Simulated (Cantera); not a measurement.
A closed system holds: 1 mol B2O3, 2.7 mol H2O, 2.4 mol N2, held at 2373 K and 45000 Pa.

Method: chemical equilibrium by Gibbs-energy minimisation in Cantera with the NASA 1993 tables (ideal gas, pure condensed phases). Candidate condensed phases: B, BN, B2O3, B3O3H3, H2O; 39 gas species. Rates play no part.

Base state: N2 0.386, H2O 0.289, HBO2 0.243, B2O3 0.0353, H2 0.0188, BO2 0.00788, OH 0.00780, O2 0.00507 (mole fractions); condensed: gas only.

Question: What changes in the equilibrium state with this change: temperature from 2373 K to 1548 K?

Answer: 
```csv
species,before,after
H2O,0.289,0.498
N2,0.386,0.462
HBO2,0.243,0.0385
B2O3,0.0353,0.000125
H2,0.0188,0.000258
BO,0.000421,1.01e-9
HBO,0.000262,1.45e-8
O,0.000796,1.15e-7
"B2O3(l), mol",0,0.892
```
Gases not in the tables: H3BO3.
